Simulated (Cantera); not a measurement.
An isothermal, constant-pressure homogeneous reactor starts with C2H6 : N2 = 1 : 1.1 (molar parts), at 1425 K and 0.0267 bar.

Cantera simulation using GRI-Mech 3.0 (53 species, 325 reactions); the numbers are that mechanism's predictions, not measurements. GRI-Mech 3.0 stops at C3 and has no aromatics, soot or wall deposition, so with more carbon than oxygen in the feed, carbon stays in small species such as C2H2 where larger ones or solid carbon would form. Radical loss at walls, strong at low pressure, is not modelled.

**Question.** Predict: x(C2H6) at 300 s; x(H) at 300 s; x(C2H) at 300 s; x(C2H2) at 300 s.

**Answer.** 
```json
{
  "x(C2H6) at 300 s": "5.83e-7 (gas-phase equilibrium 3.08e-7)",
  "x(H) at 300 s": "2.80e-5 (gas-phase equilibrium 2.91e-5)",
  "x(C2H) at 300 s": "1.63e-8 (gas-phase equilibrium 1.35e-8)",
  "x(C2H2) at 300 s": "0.239 (gas-phase equilibrium 0.193)"
}
```
